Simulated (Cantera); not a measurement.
Feed: 1 mol Si₃N₄, 0.039 mol N₂O, 73 mol H₂, held at 1.00 Torr.

Cantera equilibrium calculation (NASA polynomials, part measured and part estimated; ideal gas, pure solids and liquids). Candidate condensed phases: H₂O, Si, SiO₂, Si₂N₂O, Si₃N₄; 35 gas species. Mutual solubility and eutectic melting of coexisting phases are not modelled. Gases not in the tables: Si₂H₆ and higher silanes. Equilibrium is a limit: real reactors are often held back by kinetics, nucleation or transport.

x: gas mole fraction; n: condensed amount in mol.

| T (K) | x H₂ | x N₂ | x H | x Si | n Si₂N₂O(s) | n Si₃N₄(s) | n Si(s) | n Si(l) |
|---|---|---|---|---|---|---|---|---|
| 1123 | 0.999 | 0.000712 | 1.17e-6 | <1e-12 | 0.0390 | 0.974 | 0 | 0 |
| 1173 | 0.999 | 0.000712 | 3.23e-6 | (withheld) | 0.0390 | 0.974 | 0 | 0 |
| 1223 | 0.999 | 0.000712 | 8.23e-6 | (withheld) | 0.0390 | 0.974 | 0 | 0 |
| 1273 | 0.999 | 0.000712 | 1.95e-5 | (withheld) | 0.0390 | 0.974 | 0 | 0 |
| 1323 | 0.999 | 0.000714 | 4.34e-5 | (withheld) | 0.0387 | 0.974 | 0 | 0 |
| 1373 | 0.998 | 0.00230 | 9.11e-5 | (withheld) | 0.0374 | 0.916 | 0.174 | 0 |
| 1423 | 0.993 | 0.00718 | 0.000181 | (withheld) | 0.0324 | 0.739 | 0.711 | 0 |
| 1473 | 0.979 | 0.0207 | 0.000343 | (withheld) | 0.0142 | 0.241 | 2.22 | 0 |
| 1523 | 0.972 | 0.0271 | 0.000624 | (withheld) | 0 | 0 | 2.96 | 0 |
| 1573 | 0.971 | 0.0271 | 0.00110 | (withheld) | 0 | 0 | 2.96 | 0 |
| 1623 | 0.970 | 0.0271 | 0.00186 | (withheld) | 0 | 0 | 2.95 | 0 |
| 1673 | 0.969 | 0.0271 | 0.00307 | (withheld) | 0 | 0 | 2.93 | 0 |
| 1723 | 0.967 | 0.0271 | 0.00491 | (withheld) | 0 | 0 | 0 | 2.90 |
| 1773 | 0.963 | 0.0270 | 0.00765 | (withheld) | 0 | 0 | 0 | 2.83 |

Q: What belongs in the gaps?

A: 
- 1173, x Si: 2.03e-11
- 1223, x Si: 3.72e-10
- 1273, x Si: 5.42e-9
- 1323, x Si: 6.43e-8
- 1373, x Si: 2.91e-7
- 1423, x Si: 1.15e-6
- 1473, x Si: 4.11e-6
- 1523, x Si: 1.35e-5
- 1573, x Si: 4.12e-5
- 1623, x Si: 0.000117
- 1673, x Si: 0.000313
- 1723, x Si: 0.000738
- 1773, x Si: 0.00160
